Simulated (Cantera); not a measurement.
# Pyrogenic steam for wet oxidation

An isothermal, constant-pressure homogeneous reactor starts with H₂ : O₂ : N₂ = 1.5 : 1 : 7.2 (molar parts), at 900 K and 0.140 bar.

Cantera simulation using GRI-Mech 3.0 (53 species, 325 reactions); the numbers are that mechanism's predictions, not measurements. Radical loss at walls, strong at low pressure, is not modelled. Below about 950 K walls govern HO2 and H2O2 in real vessels. The temperature is held fixed by assumption; the heat of reaction is taken as removed at once.

| t (s) | x H₂ | x O₂ | x N₂O | x H₂O₂ | x H |
|---|---|---|---|---|---|
| 2.00e-5 | 0.155 | 0.103 | <1e-12 | <1e-12 | 1.52e-12 |
| 6.93e-5 | 0.155 | 0.103 | <1e-12 | <1e-12 | 5.51e-12 |
| 0.000240 | 0.155 | 0.103 | <1e-12 | <1e-12 | 2.82e-11 |
| 0.000832 | 0.155 | 0.103 | <1e-12 | <1e-12 | 6.06e-10 |
| 0.00288 | 0.155 | 0.103 | <1e-12 | 4.52e-9 | 7.24e-6 |
| 0.01000 | 0.00481 | 0.0303 | 4.29e-9 | 5.88e-7 | 0.000354 |
| 0.0346 | 0.00137 | 0.0286 | 5.51e-9 | 6.25e-7 | 1.02e-5 |
| 0.120 | 0.000604 | 0.0282 | 6.11e-9 | 1.33e-6 | 9.38e-7 |
| 0.416 | 0.000340 | 0.0281 | 6.41e-9 | 2.38e-6 | 1.29e-7 |
| 1.44 | 0.000157 | 0.0280 | 6.68e-9 | 1.53e-6 | 3.20e-8 |
| 5.00 | 4.40e-5 | 0.0280 | 6.89e-9 | 2.57e-7 | 3.84e-9 |
| 17.3 | 9.80e-6 | 0.0279 | 6.97e-9 | 1.76e-8 | 2.64e-10 |
| 60.0 | 2.00e-6 | 0.0279 | 6.98e-9 | 1.00e-9 | 1.82e-11 |
x: mole fraction; the columns are a selection and need not sum to one.

Equilibrium at this temperature and pressure: H₂ 8.63e-12, O₂ 0.0279, N₂O 1.19e-10, H₂O₂ 7.13e-12, H <1e-12 (gas phase only).
